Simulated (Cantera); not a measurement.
An adiabatic, constant-volume homogeneous reactor starts with CH₄ : CO : O₂ : N₂ : H₂O = 1 : 0.66 : 2.91 : 11 : 0.99 (molar parts), at 1375 K and 500000 Pa. Integrator tolerance rtol = 1e-08.

Cantera simulation using GRI-Mech 3.0 (53 species, 325 reactions); the numbers are that mechanism's predictions, not measurements.

Task: What does this change do: pressure from 500000 Pa to 150000 Pa?

Result: 
```csv
quantity,before,after
time of steepest temperature rise,1.32 ms,3.45 ms
temperature at 0.300 s,2819 K,2741 K
equilibrium temperature,2819 K,2741 K
x(CH₄) at 0.300 s,<1e-12 (gas-phase equilibrium <1e-12),<1e-12 (gas-phase equilibrium <1e-12)
x(CO) at 0.300 s,0.0213 (gas-phase equilibrium 0.0213),0.0256 (gas-phase equilibrium 0.0256)
x(O₂) at 0.300 s,0.0363 (gas-phase equilibrium 0.0363),0.0389 (gas-phase equilibrium 0.0389)
x(HO₂) at 0.300 s,1.84e-5 (gas-phase equilibrium 1.84e-5),1.19e-5 (gas-phase equilibrium 1.19e-5)
x(C₂H₆) at 0.300 s,<1e-12 (gas-phase equilibrium <1e-12),<1e-12 (gas-phase equilibrium <1e-12)
x(CH₂O) at 0.300 s,5.61e-10 (gas-phase equilibrium 5.61e-10),2.53e-10 (gas-phase equilibrium 2.53e-10)
x(H) at 0.300 s,0.00220 (gas-phase equilibrium 0.00220),0.00348 (gas-phase equilibrium 0.00348)
```
